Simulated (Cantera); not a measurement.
# V2O3 + H2 (hydrogen reduction and annealing atmospheres)

Input: 1 mol V2O3, a varied amount of H2, equilibrated at 1450 K and 1 atm.

Equilibrium computed with Cantera from the NASA thermochemical tables; the gas is ideal and each condensed phase is pure. Candidate condensed phases: H2O, V, VO, V2O3, V2O4, V2O5; 12 gas species. Mutual solubility and eutectic melting of coexisting phases are not modelled. VO: taken at fixed stoichiometry. Condensed phases not in the tables: the oxides between V2O3 and V2O5 other than VO2. The numbers say what is thermodynamically allowed, not how fast it happens.

From 190 mol H2 to 350 mol H2 the condensed part is VO(s) + V2O3(s). From 400 mol H2 to 840 mol H2 the condensed part is VO(s).

```json
[
 {"n(H2) (mol)": "190", "x H2": "0.997", "x H2O": "0.00273", "x H": "9.38e-6", "n VO(s)": "1.04", "n V2O3(s)": "0.481"},
 {"n(H2) (mol)": "210", "x H2": "0.997", "x H2O": "0.00273", "x H": "9.38e-6", "n VO(s)": "1.15", "n V2O3(s)": "0.427"},
 {"n(H2) (mol)": "240", "x H2": "0.997", "x H2O": "0.00273", "x H": "9.38e-6", "n VO(s)": "1.31", "n V2O3(s)": "0.345"},
 {"n(H2) (mol)": "270", "x H2": "0.997", "x H2O": "0.00273", "x H": "9.38e-6", "n VO(s)": "1.47", "n V2O3(s)": "0.263"},
 {"n(H2) (mol)": "310", "x H2": "0.997", "x H2O": "0.00273", "x H": "9.38e-6", "n VO(s)": "1.69", "n V2O3(s)": "0.154"},
 {"n(H2) (mol)": "350", "x H2": "0.997", "x H2O": "0.00273", "x H": "9.38e-6", "n VO(s)": "1.91", "n V2O3(s)": "0.0445"},
 {"n(H2) (mol)": "400", "x H2": "0.997", "x H2O": "0.00250", "x H": "9.38e-6", "n VO(s)": "2.00", "n V2O3(s)": "0"},
 {"n(H2) (mol)": "450", "x H2": "0.998", "x H2O": "0.00222", "x H": "9.38e-6", "n VO(s)": "2.00", "n V2O3(s)": "0"},
 {"n(H2) (mol)": "510", "x H2": "0.998", "x H2O": "0.00196", "x H": "9.39e-6", "n VO(s)": "2.00", "n V2O3(s)": "0"},
 {"n(H2) (mol)": "580", "x H2": "0.998", "x H2O": "0.00172", "x H": "9.39e-6", "n VO(s)": "2.00", "n V2O3(s)": "0"},
 {"n(H2) (mol)": "650", "x H2": "0.998", "x H2O": "0.00154", "x H": "9.39e-6", "n VO(s)": "2.00", "n V2O3(s)": "0"},
 {"n(H2) (mol)": "740", "x H2": "0.999", "x H2O": "0.00135", "x H": "9.39e-6", "n VO(s)": "2.00", "n V2O3(s)": "0"},
 {"n(H2) (mol)": "840", "x H2": "0.999", "x H2O": "0.00119", "x H": "9.39e-6", "n VO(s)": "2.00", "n V2O3(s)": "0"}
]
```
x: gas mole fraction; n: condensed amount in mol.
